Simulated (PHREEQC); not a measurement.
0.024 g of hydrous ferric oxide (600 m²/g; 0.2 weak and 0.005 strong sites per Fe, Dzombak-Morel constants, diffuse double layer) in 1 kg of water with 0.001 mol/kgw of an inert sodium salt and 0.0013 mmol/kgw NaF, 0.0055 mmol/kgw H3BO3 and 0.0046 mmol/kgw MnCl2, at 25 °C; the pH is set by adding NaOH or the inert anion's acid. The system is closed to oxygen. No CO2 enters from the air. Precipitation was switched off in this run.

Base run: PHREEQC, ion-association model, wateq4f.dat. Each further column changes one thing. The table gives F sorbed (%).

| pH | base | no electrostatic term (-no_edl) | background salt from 0.001 to 0.0001 mol/kgw | oxide from 0.024 to 0.12 g/kgw |
|---|---|---|---|---|
| 3 | 84.1 | 0.1 | 88.4 | 96.4 |
| 3.75 | 86.3 | 0.1 | 91.6 | 97.0 |
| 4.12 | 81.8 | 0.1 | 88.4 | 95.9 |
| 4.88 | 59.8 | 0.1 | 68.1 | 88.5 |
| 5.25 | 43.7 | 0.1 | 50.6 | 79.9 |
| 6 | 15.3 | 0.1 | 17.4 | 47.6 |
| 6.75 | 3.6 | 0.1 | 3.9 | 15.7 |
| 7.12 | 1.7 | 0.2 | 1.8 | 7.7 |
| 7.88 | 0.3 | 0.2 | 0.3 | 1.5 |
| 8.25 | 0.2 | 0.2 | 0.2 | 0.7 |
| 9 | 0.0 | 0.1 | 0.0 | 0.1 |

Real BF4- forms and hydrolyses slowly; the run takes it at equilibrium. The oxide is taken as insoluble; below pH 4 it would dissolve.
